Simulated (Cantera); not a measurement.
Silicon carbide growth: SiH2Cl2 + C2H4 + H2

Charge: 1 mol SiH2Cl2, 1.4 mol C2H4, 5.7 mol H2, equilibrated at 750 Torr.

Method: chemical equilibrium by Gibbs-energy minimisation in Cantera with the NASA 1993 tables (ideal gas, pure condensed phases). Candidate condensed phases: C, C6H6, C7H8, C8H18, Si, SiC; 109 gas species. The tables' values for SiCl3 are old estimates; treat these amounts as uncertain. Kinetics and transport are ignored.

| T (K) | x H2 | x HCl | x CH4 | x SiCl4 | x SiHCl3 | n C(graphite) | n SiC(s) |
|---|---|---|---|---|---|---|---|
| 1075 | 0.850 | 0.0879 | 0.0326 | 0.0261 | 0.00314 | 1.77 | 0.709 |
| 1150 | 0.846 | 0.117 | 0.0167 | 0.0180 | 0.00265 | 1.84 | 0.787 |
| 1225 | 0.834 | 0.143 | 0.00914 | 0.0111 | 0.00202 | 1.85 | 0.860 |
| 1300 | 0.824 | 0.163 | 0.00534 | 0.00597 | 0.00138 | 1.83 | 0.915 |
| 1375 | 0.817 | 0.175 | 0.00332 | 0.00289 | 0.000859 | 1.82 | 0.950 |
| 1450 | 0.813 | 0.181 | 0.00218 | 0.00133 | 0.000512 | 1.81 | 0.967 |
| 1525 | 0.812 | 0.184 | 0.00150 | 0.000613 | 0.000306 | 1.81 | 0.974 |
| 1600 | 0.812 | 0.185 | 0.00108 | 0.000294 | 0.000186 | 1.81 | 0.974 |
| 1675 | 0.812 | 0.185 | 0.000794 | 0.000148 | 0.000117 | 1.82 | 0.972 |
| 1750 | 0.812 | 0.184 | 0.000602 | 7.78e-5 | 7.61e-5 | 1.82 | 0.967 |
x: gas mole fraction; n: condensed amount in mol.

From 1075 K to 1750 K the condensed part is C(graphite) + SiC(s). The main Si-bearing gas is SiCl4 at 1075 K and SiCl2 at 1750 K.
